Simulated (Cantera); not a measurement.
A closed system holds: 1 mol SiH₄, 0.062 mol HCl, 74 mol H₂, held at 18.0 mbar.

Cantera equilibrium calculation (NASA polynomials, part measured and part estimated; ideal gas, pure solids and liquids). Candidate condensed phases: Si; 19 gas species. Gases not in the tables: Si₂H₆ and higher silanes. Equilibrium is a limit: real reactors are often held back by kinetics, nucleation or transport.

x: gas mole fraction; n: condensed amount in mol.

```json
[
 {"T (°C)": "1227", "x H₂": "0.999", "x H": "0.000131", "x HCl": "0.000811", "x Si": "5.85e-7", "x SiH₂": "1.50e-6", "x SiH": "2.52e-7", "n Si(s)": "1.000", "n Si(l)": "0"},
 {"T (°C)": "1252", "x H₂": "0.999", "x H": "___", "x HCl": "0.000811", "x Si": "___", "x SiH₂": "___", "x SiH": "___", "n Si(s)": "1.000", "n Si(l)": "0"},
 {"T (°C)": "1277", "x H₂": "0.999", "x H": "0.000235", "x HCl": "0.000810", "x Si": "1.85e-6", "x SiH₂": "2.79e-6", "x SiH": "6.50e-7", "n Si(s)": "0.999", "n Si(l)": "0"},
 {"T (°C)": "1302", "x H₂": "0.999", "x H": "0.000310", "x HCl": "0.000810", "x Si": "3.19e-6", "x SiH₂": "3.75e-6", "x SiH": "1.02e-6", "n Si(s)": "0.999", "n Si(l)": "0"},
 {"T (°C)": "1327", "x H₂": "0.999", "x H": "0.000405", "x HCl": "0.000810", "x Si": "5.42e-6", "x SiH₂": "5.00e-6", "x SiH": "1.58e-6", "n Si(s)": "0.999", "n Si(l)": "0"},
 {"T (°C)": "1352", "x H₂": "0.999", "x H": "___", "x HCl": "0.000810", "x Si": "___", "x SiH₂": "___", "x SiH": "___", "n Si(s)": "0.998", "n Si(l)": "0"},
 {"T (°C)": "1377", "x H₂": "0.998", "x H": "0.000677", "x HCl": "0.000809", "x Si": "1.49e-5", "x SiH₂": "8.64e-6", "x SiH": "3.64e-6", "n Si(s)": "0.998", "n Si(l)": "0"},
 {"T (°C)": "1402", "x H₂": "0.998", "x H": "0.000865", "x HCl": "0.000809", "x Si": "2.41e-5", "x SiH₂": "1.12e-5", "x SiH": "5.43e-6", "n Si(s)": "0.997", "n Si(l)": "0"},
 {"T (°C)": "1427", "x H₂": "0.998", "x H": "0.00110", "x HCl": "0.000809", "x Si": "3.77e-5", "x SiH₂": "1.42e-5", "x SiH": "7.82e-6", "n Si(s)": "0", "n Si(l)": "0.995"}
]
```

Task: Complete the blanks.

Result: 
- 1352, x H: 0.000526
- 1352, x Si: 9.05e-6
- 1352, x SiH₂: 6.60e-6
- 1352, x SiH: 2.42e-6
- 1252, x H: 0.000176
- 1252, x Si: 1.05e-6
- 1252, x SiH₂: 2.05e-6
- 1252, x SiH: 4.08e-7
